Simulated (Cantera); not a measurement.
# Ignition delay

Mixture: 9.67 % CO, 10.6 % H2, 15.2 % O2, 57.0 % N2, 7.54 % H2O, at 6150 Torr, adiabatic and at constant volume. Ignition delay is the time to a rise of 400 K.

Detailed kinetics in Cantera: GRI-Mech 3.0 (53 species, 325 reactions). The hydrogen kinetics of GRI-Mech 3.0 are dated; newer H2 mechanisms differ, most at raised pressure. Where the delays flatten at high temperature, the 400 K rule measures the pace of heat release, not the induction time.

| T0 (K) | delay (ms) |
|---|---|
| 1175 | 0.190 |
| 1225 | 0.0630 |
| 1275 | 0.0213 |
| 1325 | 0.00960 |
| 1375 | 0.00578 |
| 1425 | 0.00406 |
| 1475 | 0.00311 |
| 1525 | 0.00252 |
| 1575 | 0.00211 |
| 1625 | 0.00183 |

```json
{
  "apparent activation energy between 1525 and 1625 K": "66 kJ/mol"
}
```
